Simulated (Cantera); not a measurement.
Cantera run:

```python
import numpy as np
import cantera as ct

gas_names = """
    CL CL2 H HCL H2 Sr SrCL SrCL2
""".split()
cond_names = """
    Sr(a) Sr(b) Sr(L) SrCL2(a) SrCL2(b) SrCL2(L)
""".split()


# ... load() reads the species with a 1 bar reference pressure and builds the phases ...
atoms = {
    'SrCl2': {'Sr': 1, 'CL': 2},
    'H2': {'H': 2},
}
top_T = {}  # K; cautious upper limits of use, not melting points


# ... equilibrate(T, P, feed) seeds the gas with the atoms and calls Mixture.equilibrate('TP', solver="vcs", rtol=1e-11, max_steps=5000) ...
results = []
feed = {'SrCl2': 1, 'H2': 0.22}  # mol
P = 120  # Pa
for T in [1623, 1698, 1773, 1848, 1923, 1998, 2073, 2148]:
    mix = equilibrate(T, P, feed)
    results.append((T, P, feed, dict(zip(mix.species_names, mix.species_moles))))

top = {s: max(r[3][s] / sum(r[3][g] for g in gas_names) for r in results) for s in gas_names}
cols = sorted((s for s in top if top[s] > 0.001), key=lambda s: -top[s])[:8]
seen = [c for c in cond_names if any(r[3].get(c, 0) > 1e-12 for r in results)]
print("log10 of partial pressures in bar; condensed amounts in mol")
print(f"{'T/K':>10s}" + "".join(f"{s[:9]:>10s}" for s in cols + seen))
for T, P, feed, n in results:
    ng = sum(n[g] for g in gas_names)
    print(f"{T:10.4g}" + "".join(f"{np.log10(max(n[s] / ng * P / 1e5, 1e-99)):10.3f}" for s in cols)
          + "".join(f"{n.get(c, 0):10.4g}" for c in seen))
```

It prints:

```
log10 of partial pressures in bar; condensed amounts in mol
       T/K     SrCL2        H2       HCL      SrCL         H        CL        Sr
      1623    -3.012    -3.674    -5.149    -5.192    -5.998    -7.575    -6.458
      1698    -3.014    -3.680    -4.968    -5.019    -5.680    -7.077    -6.193
      1773    -3.018    -3.689    -4.804    -4.863    -5.390    -6.620    -5.951
      1848    -3.022    -3.702    -4.656    -4.721    -5.126    -6.200    -5.731
      1923    -3.029    -3.720    -4.523    -4.592    -4.886    -5.813    -5.529
      1998    -3.037    -3.745    -4.407    -4.474    -4.667    -5.457    -5.341
      2073    -3.049    -3.780    -4.307    -4.365    -4.470    -5.128    -5.166
      2148    -3.065    -3.828    -4.225    -4.265    -4.294    -4.827    -4.999
```

Cantera equilibrium calculation (NASA polynomials, part measured and part estimated; ideal gas, pure solids and liquids).
